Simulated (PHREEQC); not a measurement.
1 kg of water holding 0.2 mol/kgw NaCl, 0.2 mol/kgw K2SO4 and 0.0057 mol/kgw Na2SO4 is evaporated at 15 °C; the solids stay in contact with the brine. No CO2 enters from the air. The run lets Arcanite, Glaserite, Halite, Mirabilite, Misenite, Sylvite, Thenardite precipitate or redissolve, and no other solid.

The numbers come from PHREEQC with the Pitzer model, pitzer.dat.

**Question.** Predict ionic strength, water activity, Glaserite (mol) at water left (kg) = 0.375, 0.1156, 0.0293, 0.01099.

**Answer.** 
```csv
water left (kg),ionic strength,water activity,Glaserite (mol)
0.375,2.18,0.965,0
0.1156,3.94,0.919,0.0200
0.0293,6.62,0.777,0.0990
0.01099,7.73,0.725,0.101
```
